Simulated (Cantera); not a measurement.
A freely propagating, adiabatic, planar premixed flame of CH3OH : O2 : N2 = 1 : 1.74 : 8.72 (molar parts), unburnt at 300 K and 13000 Pa; mixture-averaged transport, grid criteria slope 0.08 and curve 0.16, no radiation.

Model: GRI-Mech 3.0 (53 species, 325 reactions), integrated in Cantera. GRI-Mech 3.0 was tuned for natural gas; its chemistry of methanol as a main component is partial and can be far from experiment. Burning velocities carry a grid error of a few per cent, more on coarse grids.

Question: Predict: laminar burning velocity; thermal thickness; peak x(HCO); peak x(O); peak x(HCN).

Answer: 
- laminar burning velocity = 28.6 cm/s
- thermal thickness = 3.33 mm
- peak x(HCO) = 8.80e-5
- peak x(O) = 0.00344
- peak x(HCN) = 4.03e-8
